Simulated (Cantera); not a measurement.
Reactions in the system F-N-O-Sr

Source: NASA polynomial tables (part measured, part estimated), evaluated in Cantera. Values are per mole of reaction as written; species without (g) are pure solids or liquids, kept so even where they would boil at 1 bar.

SrO + NF3(g) → 3 F(g) + Sr + NO(g)

```tsv
T (K)	ΔH° (kJ)	ΔS° (J/K)	ΔG° (kJ)	log10 K
1225	1063.0	440.8	523.0	-22.30
1325	1062.5	440.4	479.0	-18.88
1425	1061.8	439.9	435.0	-15.94
1525	1061.0	439.4	391.0	-13.39
1625	1060.2	438.8	347.1	-11.16
1725	1059.2	438.2	303.2	-9.18
1825	1058.1	437.6	259.4	-7.43
```
